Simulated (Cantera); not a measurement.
A closed system holds: 1 mol Al(CH3)3, 7.2 mol N2O, 210 mol N2, equilibrated at 2000 K and 100000 Pa.

Equilibrium computed with Cantera from the NASA thermochemical tables; the gas is ideal and each condensed phase is pure. Candidate condensed phases: Al, AlN, Al2O3, C, C6H6, C7H8, C8H18, H2O; 148 gas species. The feed counts by its element totals alone. Kinetics and transport are ignored.

Base state: N2 0.967, CO 0.0111, H2 0.0102, H2O 0.00970, CO2 0.00229, H 0.000164, OH 1.56e-5 (mole fractions); condensed: Al2O3(s).

Task: What changes in the equilibrium state with this change: temperature from 2000 K to 1498.15 K?

Result: 
```
species          before    after
-------------  --------  -------
N2                0.967    0.967
H2               0.0102   0.0112
CO               0.0111   0.0102
CO2             0.00229  0.00315
OH              1.56e-5  4.10e-8
H              0.000164  1.82e-6
H2O             0.00970  0.00887
Al2O3(s), mol     0.500    0.500
```
